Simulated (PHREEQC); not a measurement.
Dissolve 0.003 mol ZnBr2 and 0.057 mol CuCl2 per kg of water at 20 °C. Closed to the air; pH follows from the charge balance.

The numbers come from PHREEQC with the ion-association model, wateq4f.dat.

Precipitation was switched off in this run.

What pH does the model give?

pH 4.43.

In which forms is Zn present?

Zn+2 92 %, ZnCl+ 7.4 % of the Zn.

The solution is supersaturated, for example in Atacamite, so a real one may precipitate; this is no full list. Complexes and solids missing from the database can't appear.
